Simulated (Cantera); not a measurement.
Cantera run:

```python
import numpy as np
import cantera as ct

gas_names = """
    AL ALN AL2 N N2
""".split()
cond_names = """
    AL(cr) AL(L) ALN(s)
""".split()


def load(file, names, dense=False):
    # The tables refer to 1 bar. Condensed volumes are neglected.
    table = {s.name: s for s in ct.Species.list_from_file(file)}
    out = []
    for n in names:
        d = dict(table[n].input_data)
        d["thermo"] = dict(d["thermo"], **{"reference-pressure": 1e5})
        if dense:
            d["equation-of-state"] = {"model": "constant-volume", "density": "1e6 g/cm^3"}
        out.append(ct.Species.from_dict(d))
    return out


gas = ct.Solution(thermo="ideal-gas", species=load("nasa_gas.yaml", gas_names))
cond = {s.name: ct.Solution(thermo="fixed-stoichiometry", species=[s], name=s.name)
        for s in load("nasa_condensed.yaml", cond_names, dense=True)}
atoms = {
    'Al': {'AL': 1},
    'N2': {'N': 2},
}
top_T = {'ALN(s)': 2750}  # K; cautious upper limits of use, not melting points


def equilibrate(T, P, feed):
    n = {}
    for name, mol in feed.items():
        for a, k in atoms[name].items():
            n[a] = n.get(a, 0.0) + k * mol
    gas.TPX = T, P, n
    mass = sum(n.values()) * gas.mean_molecular_weight
    gas.equilibrate("TP")
    valid = [c for c in cond.values() if c.min_temp <= T <= top_T.get(c.name, c.max_temp)]
    mix = ct.Mixture([(gas, mass / gas.mean_molecular_weight)] + [(c, 0.0) for c in valid])
    mix.T, mix.P = T, P
    mix.equilibrate("TP", solver="vcs", rtol=1e-11, max_steps=5000)
    return mix


results = []
feed = {'Al': 1, 'N2': 11}  # mol
T = 1825  # K
P = 10000  # Pa
mix = equilibrate(T, P, feed)
results.append((T, P, feed, dict(zip(mix.species_names, mix.species_moles))))
print(gas.report(threshold=0.0001))
for i in range(1, mix.n_phases):
    print(f"{mix.phase(i).name:16s} {mix.phase_moles(i):12.5e} mol")
```

Result:

```
       temperature   1825 K
          pressure   10000 Pa
           density   0.018462 kg/m^3
  mean mol. weight   28.014 kg/kmol
   phase of matter   gas

                          1 kg             1 kmol
                     ---------------   ---------------
          enthalpy        1.7786e+06        4.9825e+07  J
   internal energy        1.2369e+06        3.4651e+07  J
           entropy            9563.4        2.6791e+05  J/K
    Gibbs function       -1.5675e+07       -4.3911e+08  J
 heat capacity c_p            1272.6             35651  J/K
 heat capacity c_v             975.8             27336  J/K

                      mass frac. Y      mole frac. X     chem. pot. / RT
                     ---------------   ---------------   ---------------
                N2           0.99998           0.99998           -28.939
     [   +4 minor]        1.6345e-05         1.697e-05

AL(L)             0.00000e+00 mol
ALN(s)            9.99822e-01 mol
```

These are equilibrium values from Cantera (NASA tables, ideal gas, pure condensed phases), not measurements of a reactor.
